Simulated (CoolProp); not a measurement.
Ethanol at several states: density (kg/m³) from the reference equation and from simpler models built on Tc = 241.6 °C, pc = 62.68 bar, ω = 0.644; each cubic takes its own stable root.

Computed with CoolProp (reference Helmholtz-energy equation of state, Schroeder 2014).

```
T (°C)  p (bar)          phase  reference  van der Waals  Redlich-Kwong  Soave-Redlich-Kwong  Peng-Robinson
------  -------  -------------  ---------  -------------  -------------  -------------------  -------------
126.05     15.4         liquid      685.2          25.29          510.4                568.9          643.7
284.65      171  supercritical      431.2          307.9          358.3                323.3          352.8
74.85      69.8         liquid      748.1          405.7          583.7                632.0          711.9
104.75     81.8         liquid      720.4          391.5          555.0                603.7          680.9
294.45    0.162            gas     0.1582         0.1582         0.1582               0.1582         0.1582
28.85        45         liquid      785.8          425.7          623.4                667.8          750.6
```

At some of these states van der Waals gives the other phase, because its saturation line lies elsewhere.
